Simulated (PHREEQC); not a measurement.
Dissolve 12 mmol/kgw HF, 3.4 mmol/kgw K3PO4 and 1.7 mmol/kgw Cu(NO3)2 at 25 °C. Closed to the air; pH follows from the charge balance.

Equilibrium calculation in PHREEQC: ion-association model, wateq4f.dat.

Each row changes one thing in this solution. Precipitation was switched off in this run.

```json
[
 {"case": "as made", "pH": "3.35", "ionic strength (mol/kgw)": "0.0155", "H2PO4- (mol/kgw)": "0.00321", "Cu+2 (mol/kgw)": "0.00157", "HPO4-2 (mol/kgw)": "6.38e-7", "CuOH+ (mol/kgw)": "2.47e-8", "SI of Tenorite (CuO)": "-3.94", "SI of Cu3(PO4)2:3H2O (Cu3(PO4)2:3H2O)": "-4.72"},
 {"case": "diluted 5-fold with water", "pH": "3.53", "ionic strength (mol/kgw)": "0.00335", "H2PO4- (mol/kgw)": "0.000653", "Cu+2 (mol/kgw)": "0.000332", "HPO4-2 (mol/kgw)": "1.66e-7", "CuOH+ (mol/kgw)": "9.44e-9", "SI of Tenorite (CuO)": "-4.14", "SI of Cu3(PO4)2:3H2O (Cu3(PO4)2:3H2O)": "-7.04"},
 {"case": "K3PO4 replaced by K2HPO4 at the same molality", "pH": "2.98", "ionic strength (mol/kgw)": "0.0129", "H2PO4- (mol/kgw)": "0.00299", "Cu+2 (mol/kgw)": "0.00161", "HPO4-2 (mol/kgw)": "2.47e-7", "CuOH+ (mol/kgw)": "1.11e-8", "SI of Tenorite (CuO)": "-4.65", "SI of Cu3(PO4)2:3H2O (Cu3(PO4)2:3H2O)": "-6.17"},
 {"case": "Cu(NO3)2 from 0.0017 to 0.00187 mol/kgw", "pH": "3.35", "ionic strength (mol/kgw)": "0.0160", "H2PO4- (mol/kgw)": "0.00321", "Cu+2 (mol/kgw)": "0.00173", "HPO4-2 (mol/kgw)": "6.39e-7", "CuOH+ (mol/kgw)": "2.70e-8", "SI of Tenorite (CuO)": "-3.90", "SI of Cu3(PO4)2:3H2O (Cu3(PO4)2:3H2O)": "-4.61"},
 {"case": "K3PO4 replaced by H3PO4 at the same molality", "pH": "?", "ionic strength (mol/kgw)": "0.00921", "H2PO4- (mol/kgw)": "?", "Cu+2 (mol/kgw)": "0.00166", "HPO4-2 (mol/kgw)": "4.88e-8", "CuOH+ (mol/kgw)": "3.28e-9", "SI of Tenorite (CuO)": "-5.73", "SI of Cu3(PO4)2:3H2O (Cu3(PO4)2:3H2O)": "-8.53"},
 {"case": "HF left out", "pH": "?", "ionic strength (mol/kgw)": "0.0135", "H2PO4- (mol/kgw)": "2.26e-5", "Cu+2 (mol/kgw)": "4.52e-8", "HPO4-2 (mol/kgw)": "0.00333", "CuOH+ (mol/kgw)": "?", "SI of Tenorite (CuO)": "+3.29", "SI of Cu3(PO4)2:3H2O (Cu3(PO4)2:3H2O)": "+0.91"},
 {"case": "temperature from 25 to 30 °C", "pH": "3.38", "ionic strength (mol/kgw)": "0.0155", "H2PO4- (mol/kgw)": "0.00321", "Cu+2 (mol/kgw)": "0.00157", "HPO4-2 (mol/kgw)": "7.07e-7", "CuOH+ (mol/kgw)": "2.64e-8", "SI of Tenorite (CuO)": "?", "SI of Cu3(PO4)2:3H2O (Cu3(PO4)2:3H2O)": "-4.49"}
]
```

Q: Complete the blanks.

A: 
- K3PO4 replaced by H3PO4 at the same molality, pH: 2.42
- K3PO4 replaced by H3PO4 at the same molality, H2PO4- (mol/kgw): 0.00225
- HF left out, pH: 9.22
- HF left out, CuOH+ (mol/kgw): 5.47e-7
- temperature from 25 to 30 °C, SI of Tenorite (CuO): -3.69

Some of these states are supersaturated (in Cu(OH)2, Cu2(OH)3NO3, for instance). H3PO4, which wateq4f.dat lacks, is added to it with the constant of phreeqc.dat. The database has no phosphate complexes of Cu. The database's constant for dissolved Cu(OH)2 is higher than later reviews accept.
